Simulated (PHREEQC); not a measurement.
Solution (23 °C): 0.0036 mol CdSO4 and 0.00028 mol KCl per kg of water. Closed to the air; pH follows from the charge balance.

The numbers come from PHREEQC with the ion-association model, wateq4f.dat.

**Question.** The ionic strength comes out as 0.0110 mol/kgw. What activity coefficients do SO4-2, CdCl+, Cl-, K+, Cd(SO4)2-2 get?

**Answer.** SO4-2 0.66, CdCl+ 0.90, Cl- 0.90, K+ 0.90, Cd(SO4)2-2 0.65.

No solid was allowed to form.
